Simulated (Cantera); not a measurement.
Gas-phase reforming

An isothermal, constant-pressure homogeneous reactor starts with CH₄ : H₂O = 1 : 0.97 (molar parts), at 2150 K and 4.93 atm.

Computed with Cantera and GRI-Mech 3.0 (53 species, 325 reactions).

```json
[
 {"t (s)": "0.000300", "x CH₄": "0.0236", "x H₂O": "0.251", "x H₂O₂": "2.97e-10", "x HCO": "2.47e-7", "x C₂H₂": "0.119"},
 {"t (s)": "0.000773", "x CH₄": "0.0182", "x H₂O": "0.187", "x H₂O₂": "1.50e-10", "x HCO": "2.74e-7", "x C₂H₂": "0.0908"},
 {"t (s)": "0.00199", "x CH₄": "0.0129", "x H₂O": "0.119", "x H₂O₂": "5.40e-11", "x HCO": "3.39e-7", "x C₂H₂": "0.0589"},
 {"t (s)": "0.00514", "x CH₄": "0.00795", "x H₂O": "0.0631", "x H₂O₂": "1.42e-11", "x HCO": "4.13e-7", "x C₂H₂": "0.0329"},
 {"t (s)": "0.0132", "x CH₄": "0.00442", "x H₂O": "0.0284", "x H₂O₂": "2.75e-12", "x HCO": "4.70e-7", "x C₂H₂": "0.0165"},
 {"t (s)": "0.0341", "x CH₄": "0.00246", "x H₂O": "0.0106", "x H₂O₂": "<1e-12", "x HCO": "5.02e-7", "x C₂H₂": "0.00813"},
 {"t (s)": "0.0879", "x CH₄": "0.00155", "x H₂O": "0.00289", "x H₂O₂": "<1e-12", "x HCO": "5.17e-7", "x C₂H₂": "0.00450"},
 {"t (s)": "0.227", "x CH₄": "0.00125", "x H₂O": "0.000359", "x H₂O₂": "<1e-12", "x HCO": "5.22e-7", "x C₂H₂": "0.00331"},
 {"t (s)": "0.584", "x CH₄": "0.00121", "x H₂O": "4.26e-5", "x H₂O₂": "<1e-12", "x HCO": "5.23e-7", "x C₂H₂": "0.00316"},
 {"t (s)": "1.51", "x CH₄": "0.00121", "x H₂O": "4.03e-5", "x H₂O₂": "<1e-12", "x HCO": "5.23e-7", "x C₂H₂": "0.00316"},
 {"t (s)": "3.88", "x CH₄": "0.00121", "x H₂O": "4.03e-5", "x H₂O₂": "<1e-12", "x HCO": "5.23e-7", "x C₂H₂": "0.00316"},
 {"t (s)": "10.0", "x CH₄": "0.00121", "x H₂O": "4.03e-5", "x H₂O₂": "<1e-12", "x HCO": "5.23e-7", "x C₂H₂": "0.00316"}
]
```
x: mole fraction; the columns are a selection and need not sum to one.

Equilibrium at this temperature and pressure: CH₄ 0.00121, H₂O 4.15e-5, H₂O₂ <1e-12, HCO 5.23e-7, C₂H₂ 0.00316 (gas phase only).
